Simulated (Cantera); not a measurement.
An isothermal, constant-pressure homogeneous reactor starts with H₂ : O₂ : N₂ = 1.7 : 1 : 1.2 (molar parts), at 750 K and 750 Torr. Integrator tolerance rtol = 1e-08.

Computed with Cantera and the H2/O2 subset of GRI-Mech 3.0, which has no nitrogen chemistry. Below about 950 K walls govern HO2 and H2O2 in real vessels. The temperature is held fixed by assumption; the heat of reaction is taken as removed at once.

What does this change do: temperature 750 to 1325 K?


```json
[
 {"quantity": "x(H₂) at 200 s", "before": "0.409 (gas-phase equilibrium <1e-12)", "after": "3.39e-7 (gas-phase equilibrium 3.39e-7)"},
 {"quantity": "x(O₂) at 200 s", "before": "0.243 (gas-phase equilibrium 0.0492)", "after": "0.0492 (gas-phase equilibrium 0.0492)"},
 {"quantity": "x(H₂O₂) at 200 s", "before": "0.00204 (gas-phase equilibrium 4.97e-12)", "after": "8.18e-9 (gas-phase equilibrium 8.18e-9)"},
 {"quantity": "x(HO₂) at 200 s", "before": "4.45e-6 (gas-phase equilibrium 3.59e-12)", "after": "3.76e-8 (gas-phase equilibrium 3.76e-8)"},
 {"quantity": "x(H₂O) at 200 s", "before": "0.0330 (gas-phase equilibrium 0.557)", "after": "0.557 (gas-phase equilibrium 0.557)"},
 {"quantity": "x(OH) at 200 s", "before": "1.12e-10 (gas-phase equilibrium 2.83e-10)", "after": "2.30e-5 (gas-phase equilibrium 2.30e-5)"}
]
```
